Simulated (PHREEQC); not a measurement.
A made-up water analysis in mmol/kgw, 95 °C, pH 5.66:

```tsv
constituent	mmol/kgw
Na	250
K	39.5
Ca	11.3
Mg	8.04
Cl	297
S(6)	9.68
Alkalinity (meq/kgw)	0.0366
Br	0.0989
Si	0.154
```

Valence states are taken as typed.

All values are PHREEQC results (Pitzer model, pitzer.dat), not measurements.

Task: The ionic strength comes out as 0.351 mol/kgw. What activity coefficients do Na+, SO4-2, Mg+2, K+, HSO4- get?

Result: Na+ 0.68, SO4-2 0.11, Mg+2 0.20, K+ 0.66, HSO4- 0.64. Single-ion values are on the MacInnes scale.

No solid was allowed to form. At this temperature some constants are extrapolated from 25 °C, and those without enthalpy data are left unchanged.
